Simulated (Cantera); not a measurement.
Adiabatic ignition

An adiabatic, constant-pressure homogeneous reactor starts with 15.6 % CH₄, 17.7 % O₂, 66.7 % N₂, equivalence ratio 1.8, at 1575 K and 500000 Pa.

Computed with Cantera and GRI-Mech 3.0 (53 species, 325 reactions).

```csv
t (s),T (K),x CH₄,x O₂,x CO,x NO₂,x C₂H₄
3.00e-6,1575,0.156,0.177,2.03e-9,<1e-12,1.74e-9
8.02e-6,1575,0.156,0.177,5.39e-8,<1e-12,5.64e-8
2.14e-5,1575,0.156,0.177,2.12e-6,<1e-12,2.00e-6
5.73e-5,1578,0.155,0.177,7.40e-5,<1e-12,3.97e-5
0.000153,1617,0.144,0.170,0.00269,4.09e-12,0.000836
0.000410,2719,4.47e-11,7.97e-5,0.115,1.23e-8,<1e-12
0.00110,2718,4.51e-11,7.91e-5,0.115,1.57e-8,<1e-12
0.00293,2718,4.53e-11,7.88e-5,0.115,1.70e-8,<1e-12
0.00783,2718,4.53e-11,7.88e-5,0.115,1.71e-8,<1e-12
0.0209,2718,4.53e-11,7.88e-5,0.115,1.71e-8,<1e-12
0.0560,2718,4.53e-11,7.88e-5,0.115,1.71e-8,<1e-12
0.150,2718,4.53e-11,7.88e-5,0.115,1.71e-8,<1e-12
0.400,2718,4.53e-11,7.88e-5,0.115,1.71e-8,<1e-12
```
x: mole fraction; the columns are a selection and need not sum to one.

time of steepest temperature rise: 0.212 ms
temperature at 0.400 s: 2718 K
equilibrium temperature: 2718 K
x(CH₄) at 0.400 s: 4.53e-11 (gas-phase equilibrium 5.12e-11)
x(O₂) at 0.400 s: 7.88e-5 (gas-phase equilibrium 7.88e-5)
x(CO) at 0.400 s: 0.115 (gas-phase equilibrium 0.115)
